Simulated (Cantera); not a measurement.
## Equilibrium for abatement and gas-phase synthesis: HI + H₂ + N₂ + H₂O

Charge: 1 mol HI, 4 mol H₂, 46 mol N₂, 0.0027 mol H₂O, held at 143000 Torr.

Equilibrium computed with Cantera from the NASA thermochemical tables; the gas is ideal and each condensed phase is pure. Candidate condensed phases: H₂O, I₂; 27 gas species. The ideal-gas law is rough above about 30 bar. Equilibrium is a limit: real reactors are often held back by kinetics, nucleation or transport.

From 1323 K to 3523 K nothing is condensed.

```json
[
 {"T (K)": "1323", "x N₂": "0.902", "x H₂": "0.0783", "x HI": "0.0186", "x I": "0.000586", "x H": "3.22e-8"},
 {"T (K)": "1523", "x N₂": "0.901", "x H₂": "0.0790", "x HI": "0.0176", "x I": "0.00152", "x H": "4.71e-7"},
 {"T (K)": "1723", "x N₂": "0.901", "x H₂": "0.0798", "x HI": "0.0161", "x I": "0.00301", "x H": "3.74e-6"},
 {"T (K)": "1923", "x N₂": "0.900", "x H₂": "0.0807", "x HI": "0.0142", "x I": "0.00492", "x H": "1.94e-5"},
 {"T (K)": "2123", "x N₂": "0.899", "x H₂": "0.0817", "x HI": "0.0123", "x I": "0.00697", "x H": "7.44e-5"},
 {"T (K)": "2323", "x N₂": "0.898", "x H₂": "0.0825", "x HI": "0.0104", "x I": "0.00892", "x H": "0.000227"},
 {"T (K)": "2523", "x N₂": "0.897", "x H₂": "0.0830", "x HI": "0.00869", "x I": "0.0106", "x H": "0.000581"},
 {"T (K)": "2723", "x N₂": "0.896", "x H₂": "0.0833", "x HI": "0.00728", "x I": "0.0121", "x H": "0.00130"},
 {"T (K)": "2923", "x N₂": "0.895", "x H₂": "0.0831", "x HI": "0.00613", "x I": "0.0132", "x H": "0.00259"},
 {"T (K)": "3123", "x N₂": "0.893", "x H₂": "0.0824", "x HI": "0.00518", "x I": "0.0142", "x H": "0.00473"},
 {"T (K)": "3323", "x N₂": "0.892", "x H₂": "0.0810", "x HI": "0.00441", "x I": "0.0149", "x H": "0.00799"},
 {"T (K)": "3523", "x N₂": "0.889", "x H₂": "0.0787", "x HI": "0.00376", "x I": "0.0155", "x H": "0.0127"}
]
```
x: gas mole fraction; nothing condenses.
